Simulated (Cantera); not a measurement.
A closed system holds: 1 mol S, 0.25 mol SO2, equilibrated at 33.0 mbar.

Cantera equilibrium calculation (NASA polynomials, part measured and part estimated; ideal gas, pure solids and liquids). Candidate condensed phases: S; 10 gas species. Kinetics and transport are ignored. All values below are at 2200 °C.

Base state: S2 0.430, SO 0.281, SO2 0.143, S 0.141, S2O 0.00372, O 0.000929, O2 0.000177 (mole fractions); condensed: gas only.

**Question.** What changes in the equilibrium state with this change: S replaced by NH3?

**Answer.** 
```json
[
 {"species": "H2", "before": "0", "after": "0.448"},
 {"species": "N2", "before": "0", "after": "0.217"},
 {"species": "H2O", "before": "0", "after": "0.151"},
 {"species": "S2", "before": "0.430", "after": "0.0120"},
 {"species": "SO", "before": "0.281", "after": "0.0341"},
 {"species": "H", "before": "0", "after": "0.0821"},
 {"species": "SH", "before": "0", "after": "0.0122"},
 {"species": "SO2", "before": "0.143", "after": "0.0126"},
 {"species": "S", "before": "0.141", "after": "0.0235"},
 {"species": "OH", "before": "0", "after": "0.00555"},
 {"species": "H2S", "before": "0", "after": "0.00186"}
]
```
Further candidate phases: H2O, H2SO4.
